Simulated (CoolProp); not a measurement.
CH3F (R41) at several states: Z from the reference equation and from simpler models built on Tc = 317.3 K, pc = 59.06 bar, ω = 0.200; each cubic takes its own stable root.

The numbers come from the reference Helmholtz-energy equation of state, Lemmon 2006 in CoolProp. It is a short technical equation, of lower accuracy than the large ones.

```tsv
T (K)	p (bar)	phase	reference
154.3	3.75	liquid	0.01035
279.4	43.5	liquid	0.09522
337.3	209	supercritical	0.4366
136.1	4.24	liquid	0.01282
231.7	0.464	gas	0.9907
```

Task: How far does each simpler model (van der Waals, Soave-Redlich-Kwong) lie from the reference over these 5 states: mean and median of the absolute difference, and the worst?

Result: 
- van der Waals: mean 64.5 %, median 86.2 %, worst +91.7 % at 136.1 K and 4.24 bar
- Soave-Redlich-Kwong: mean 22.8 %, median 27.7 %, worst +30.9 % at 279.4 K and 43.5 bar
